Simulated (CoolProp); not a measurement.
Vapour-liquid equilibrium of diethyl ether (1) + benzene (2) at 0.547 MPa; x and y are mole fractions of (1).

The numbers come from the multi-fluid Helmholtz-energy mixture model, Thol 2014 and Thol 2012; pair parameters Bell 2016 in CoolProp.

Q: Give the bubble temperature and the first vapour's composition at x = 0.55, 0.65, 0.95. Is there an azeotrope?

A: x = 0.55: 383.7 K, y = 0.781; x = 0.65: 379.1 K, y = 0.846; x = 0.95: 367.2 K, y = 0.983. No azeotrope shows between x = 0.05 and 0.95.

Pair parameters are fitted to limited data, so mixtures are less certain than the pure fluids.
